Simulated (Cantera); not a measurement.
A freely propagating, adiabatic, planar premixed flame of H2 : O2 : N2 : H2O = 1 : 0.238 : 0.895 : 0.021 (molar parts), unburnt at 600 K and 0.572 atm; mixture-averaged transport, grid criteria slope 0.08 and curve 0.16, no radiation.

Model: the H2/O2 subset of GRI-Mech 3.0, which has no nitrogen chemistry, integrated in Cantera. Burning velocities carry a grid error of a few per cent, more on coarse grids.

Question: Predict: laminar burning velocity; thermal thickness; peak x(H); peak x(H2O2); peak x(OH); peak x(O).

Answer: 
```json
{
  "laminar_burning_velocity": "840 cm/s",
  "thermal_thickness": "0.918 mm",
  "peak x(H)": "0.103",
  "peak x(H2O2)": "4.31e-6",
  "peak x(OH)": "0.00475",
  "peak x(O)": "0.00420"
}
```
